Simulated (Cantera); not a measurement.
An isothermal, constant-pressure homogeneous reactor starts with NH3 : N2 = 1 : 6.5 (molar parts), at 1600 K and 1.88 atm.

Computed with Cantera and the gas-phase N/H chemistry of the illustrative SiF4/NH3 mechanism in the Surface Chemkin manual (1991). Walls and surfaces, which speed up NH3 decomposition in real reactors, are not modelled.

x: mole fraction; the columns are a selection and need not sum to one.

```tsv
t (s)	x NH3	x N2	x N2H4	x N	x NH2	x H
6.00e-5	0.133	0.867	9.21e-11	<1e-12	…	5.01e-9
0.000160	0.133	0.867	6.79e-10	<1e-12	…	5.08e-9
0.000429	0.133	0.867	4.82e-9	6.77e-12	…	5.70e-9
0.00115	0.133	0.867	2.93e-8	3.16e-11	…	9.95e-9
0.00307	0.133	0.867	7.76e-8	1.05e-10	3.81e-5	2.52e-8
0.00820	0.133	0.867	8.35e-8	2.44e-10	3.96e-5	5.60e-8
0.0219	0.133	0.866	8.09e-8	6.17e-10	3.89e-5	1.34e-7
0.0587	0.131	0.866	7.53e-8	1.63e-9	3.75e-5	3.32e-7
0.157	0.128	0.865	6.59e-8	3.88e-9	3.51e-5	8.14e-7
0.420	0.120	0.862	5.31e-8	6.75e-9	…	1.92e-6
1.12	0.104	0.857	3.66e-8	7.89e-9	…	4.13e-6
3.00	0.0776	0.849	1.90e-8	6.41e-9	…	7.55e-6
```

Fill in the missing entries.


- 6.00e-5, x NH2: 1.34e-6
- 0.000160, x NH2: 3.59e-6
- 0.000429, x NH2: 9.52e-6
- 0.00115, x NH2: 2.34e-5
- 0.420, x NH2: 3.15e-5
- 1.12, x NH2: 2.62e-5
- 3.00, x NH2: 1.89e-5
